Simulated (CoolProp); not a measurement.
Properties of ammonia along the isobar 101 kPa.

Values from CoolProp's reference Helmholtz-energy equation of state, Gao 2020.

```csv
T (K),phase,Joule-Thomson coefficient (K/MPa),viscosity (µPa s),Prandtl number
311.8,gas,23.97,10.6,0.876
327.3,gas,20.17,11.2,0.875
342.7,gas,17.26,11.8,0.874
358.1,gas,14.96,12.3,0.871
373.6,gas,13.10,12.9,0.867
389,gas,11.59,13.5,0.862
404.4,gas,10.33,14.1,0.857
419.9,gas,9.250,14.7,0.852
435.3,gas,8.336,15.3,0.846
450.7,gas,7.547,15.9,0.842
466.1,gas,6.859,16.5,0.837
481.6,gas,6.253,17.2,0.833
497,gas,5.723,17.7,0.830
512.4,gas,5.254,18.3,0.828
527.9,gas,4.834,18.9,0.826
```

Viscosity comes from a separate model (Fenghour 1995). Thermal conductivity comes from a separate model (Tufeu 1984).
